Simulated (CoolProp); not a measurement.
Vapour-liquid equilibrium of R113 (1) + benzene (2) at 343.3 K; x and y are mole fractions of (1).

Values from CoolProp's multi-fluid Helmholtz-energy mixture model, Marx 1992 and Thol 2012; pair parameters Bell 2016.

**Question.** Give the bubble pressure and the first vapour's composition at x = 0.05, 0.65, 0.95. Is there an azeotrope?

**Answer.** x = 0.05: 87.50 kPa, y = 0.192; x = 0.65: 171.0 kPa, y = 0.800; x = 0.95: 198.0 kPa, y = 0.970. No azeotrope shows between x = 0.05 and 0.95.

Pair parameters are fitted to limited data, so mixtures are less certain than the pure fluids.
